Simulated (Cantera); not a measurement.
An adiabatic, constant-volume homogeneous reactor starts with CH4 : O2 : N2 = 1 : 3.77 : 14.2 (molar parts), equivalence ratio 0.53, at 1650 K and 5.00 bar. Integrator tolerance rtol = 1e-08.

Cantera simulation using GRI-Mech 3.0 (53 species, 325 reactions); the numbers are that mechanism's predictions, not measurements.

**Question.** What does this change do: pressure from 5.00 bar to 0.430 bar?

**Answer.** 
```tsv
quantity	before	after
time of steepest temperature rise	71.0 µs	0.582 ms
temperature at 0.700 s	2760 K	2632 K
equilibrium temperature	2760 K	2632 K
x(CH4) at 0.700 s	<1e-12 (gas-phase equilibrium <1e-12)	<1e-12 (gas-phase equilibrium <1e-12)
x(O2) at 0.700 s	0.0810 (gas-phase equilibrium 0.0810)	0.0826 (gas-phase equilibrium 0.0826)
x(HCO) at 0.700 s	6.76e-9 (gas-phase equilibrium 6.76e-9)	3.29e-9 (gas-phase equilibrium 3.29e-9)
x(H2) at 0.700 s	0.00215 (gas-phase equilibrium 0.00215)	0.00406 (gas-phase equilibrium 0.00406)
x(N2O) at 0.700 s	3.26e-6 (gas-phase equilibrium 3.26e-6)	7.73e-7 (gas-phase equilibrium 7.73e-7)
x(OH) at 0.700 s	0.0136 (gas-phase equilibrium 0.0136)	0.0175 (gas-phase equilibrium 0.0175)
```
